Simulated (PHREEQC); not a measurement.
1 kg of water holding 0.06 mol KCl, 0.39 mol SrCl2, 0.074 mol CaCl2, 0.21 mol NaCl and 0.57 mol MgCl2 is evaporated at 25 °C; the solids stay in contact with the brine. No CO2 enters from the air. Solids allowed: Bischofite, Brucite, Carnallite, Halite, Portlandite, Sylvite, MgCl2_4H2O. Others were left out.

The series has 10 steps of water left (kg), from 1 to 0.1655.

All values are PHREEQC results (Pitzer model, pitzer.dat), not measurements.

**Question.** Which solids form, in which order, and at which step of the series does each first stand?

**Answer.** Halite from water left = 0.2533 kg; Carnallite from water left = 0.2079 kg.
